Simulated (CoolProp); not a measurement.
Computed with CoolProp (reference Helmholtz-energy equation of state, Platzer 1990). This equation is an older, rougher fit; its heat capacities, sound speeds and derivatives of the liquid may be far off and weren't checked against measurements.

Task: Give the vapour pressure (MPa), vapour Z, surface tension (mN/m) of saturated CF4 (R14) at -101.45 °C.

Result: 
```json
[
 {"T (°C)": "-101.45", "p (MPa)": "0.479", "vapour Z": "0.888", "surface tension (mN/m)": "7.41"}
]
```

Surface tension comes from a separate correlation (Mulero 2012).
